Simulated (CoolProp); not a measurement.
Properties of n-perfluorohexane along the isobar 1.01 bar (Tc = 448.0 K, pc = 17.42 bar, ω = 0.497).

Model: reference Helmholtz-energy equation of state, Gao 2022, in CoolProp.

| T (K) | phase | cv (kJ/(kg K)) | Joule-Thomson coefficient (K/MPa) | isothermal compressibility (1/MPa) | expansivity (1/kK) |
|---|---|---|---|---|---|
| 237.1 | liquid | 0.7583 | -0.3675 | 0.001484 | 1.494 |
| 256.4 | liquid | 0.7896 | -0.3438 | 0.001766 | 1.540 |
| 275.8 | liquid | 0.8196 | -0.3155 | 0.002142 | 1.612 |
| 295.1 | liquid | 0.8479 | -0.2811 | 0.002658 | 1.716 |
| 314.5 | liquid | 0.8747 | -0.2365 | 0.003406 | 1.867 |
| 333.8 | gas | 0.8490 | 20.43 | 10.57 | 3.702 |
| 353.2 | gas | 0.8750 | 16.84 | 10.43 | 3.359 |
| 372.6 | gas | 0.8995 | 14.13 | 10.33 | 3.089 |
| 391.9 | gas | 0.9225 | 12.04 | 10.25 | 2.869 |
| 411.3 | gas | 0.9443 | 10.39 | 10.19 | 2.684 |
| 430.6 | gas | 0.9646 | 9.071 | 10.15 | 2.527 |
| 450 | gas | 0.9839 | 7.996 | 10.11 | 2.390 |
